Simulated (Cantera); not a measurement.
# Moist CO burnout

A perfectly stirred reactor is fed with 0.256 % CO, 1.18 % O2, 0.0187 % H2O, 98.5 % N2, at 53000 Pa; it is held at 1050 K, and followed from long to short residence time.

Computed with Cantera and GRI-Mech 3.0 (53 species, 325 reactions).

| τ (s) | x CO | x O2 | x H2O | x H2O2 | x NO | x OH | x NO2 |
|---|---|---|---|---|---|---|---|
| 0.72 | 0.00113 | 0.0111 | 0.000185 | 5.31e-9 | 2.33e-8 | 1.18e-6 | 3.09e-10 |
| 0.23 | 0.00175 | 0.0114 | 0.000185 | 5.93e-9 | 7.01e-9 | 1.33e-6 | 7.66e-11 |
| 0.075 | 0.00226 | 0.0117 | 0.000185 | 5.63e-9 | 1.23e-9 | 1.18e-6 | 1.31e-11 |
| 0.024 | 0.00253 | 0.0118 | 0.000187 | 3.83e-9 | 2.54e-11 | 3.76e-7 | <1e-12 |
| 0.0079 | 0.00256 | 0.0118 | 0.000187 | <1e-12 | <1e-12 | 4.79e-12 | <1e-12 |
| 0.0025 | 0.00256 | 0.0118 | 0.000187 | <1e-12 | <1e-12 | <1e-12 | <1e-12 |
| 0.00082 | 0.00256 | 0.0118 | 0.000187 | <1e-12 | <1e-12 | <1e-12 | <1e-12 |
x: mole fraction; the columns are a selection and need not sum to one.
